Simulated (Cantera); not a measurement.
Ignition delay

Mixture: 5.71 % CH4, 10.4 % O2, 72.5 % N2, 11.4 % H2O, at 3380 Torr, adiabatic and at constant volume. Ignition delay is the time to a rise of 400 K.

Detailed kinetics in Cantera: GRI-Mech 3.0 (53 species, 325 reactions).

```tsv
T0 (K)	delay (ms)
1148	42.6
1248	13.0
1348	4.26
1448	1.44
1548	0.497
1648	0.183
1748	0.0749
1848	0.0346
```

| Property | Value |
|---|---|
| apparent activation energy between 1648 and 1848 K | 210 kJ/mol |
